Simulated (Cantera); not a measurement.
Cantera run, input and output.

```python
import numpy as np
import cantera as ct

surf = ct.Interface("diamond.yaml", "diamond_100")
gas, bulk = surf.adjacent["gas"], surf.adjacent["diamond"]
k = surf.kinetics_species_index(bulk.species_names[0])
cover = ["c6HH", "c6H*", "c6*H", "c6**", "c6HM", "c6B"]

rows, drift = [], 0.0
print(f"{'P':>10s}{'um/h':>11s}" + "".join(f"{s:>11s}" for s in cover))
for v in [880, 1300, 1800, 2600, 3800, 5400, 7800, 11000]:
    T, P, xH, xCH3 = 975, v, 0.0024, 9.5e-05
    gas.TPX = T, P, {"H": xH, "CH3": xCH3, "CH4": 0.0082, "H2": 1 - xH - xCH3 - 0.0082}
    surf.TP = bulk.TP = T, P
    surf.coverages = "c6H*:0.1, c6HH:0.9"
    surf.advance_coverages(100.0)
    before = surf.coverages
    surf.advance_coverages(100.0)
    drift = max(drift, np.max(np.abs(surf.coverages - before) / (surf.coverages + 1e-9)))
    rate = surf.net_production_rates[k] * bulk.mean_molecular_weight / bulk.density * 3.6e9
    rows.append([rate, *surf[cover].coverages])
    print(f"{v:10.4g}{rate:11.4e}" + "".join(f"{x:11.3e}" for x in rows[-1][1:]))
```

Output:

```
         P       um/h       c6HH       c6H*       c6*H       c6**       c6HM        c6B
       880 3.0816e-01  6.055e-01  1.573e-02  3.460e-01  7.690e-03  1.869e-02  8.362e-10
      1300 4.8401e-01  6.045e-01  1.570e-02  3.455e-01  7.678e-03  1.990e-02  1.313e-09
      1800 6.9584e-01  6.039e-01  1.569e-02  3.451e-01  7.670e-03  2.068e-02  1.888e-09
      2600 1.0369e+00  6.034e-01  1.568e-02  3.448e-01  7.663e-03  2.135e-02  2.814e-09
      3800 1.5504e+00  6.029e-01  1.567e-02  3.445e-01  7.658e-03  2.185e-02  4.207e-09
      5400 2.2364e+00  6.027e-01  1.567e-02  3.443e-01  7.656e-03  2.218e-02  6.069e-09
      7800 3.2665e+00  6.025e-01  1.568e-02  3.442e-01  7.654e-03  2.243e-02  8.864e-09
   1.1e+04 4.6407e+00  6.023e-01  1.569e-02  3.441e-01  7.654e-03  2.260e-02  1.259e-08
```

Computed with Cantera and the Harris–Goodwin 1993 mechanism for the reconstructed diamond (100) surface.
